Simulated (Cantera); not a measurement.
An adiabatic, constant-volume homogeneous reactor starts with CH4 : CO : O2 : N2 = 1 : 0.078 : 1.85 : 6.97 (molar parts), equivalence ratio 1.1, at 1250 K and 7.50 atm.

Computed with Cantera and GRI-Mech 3.0 (53 species, 325 reactions). Above 3000 K some thermodynamic fits are extrapolated.

Problem. Predict: time of steepest temperature rise; temperature at 7.00 s; equilibrium temperature; x(CO) at 7.00 s; x(O2) at 7.00 s; x(H2) at 7.00 s.

Solution. time of steepest temperature rise: 3.77 ms
temperature at 7.00 s: 3019 K
equilibrium temperature: 3019 K
x(CO) at 7.00 s: 0.0496 (gas-phase equilibrium 0.0496)
x(O2) at 7.00 s: 0.00823 (gas-phase equilibrium 0.00823)
x(H2) at 7.00 s: 0.0199 (gas-phase equilibrium 0.0199)
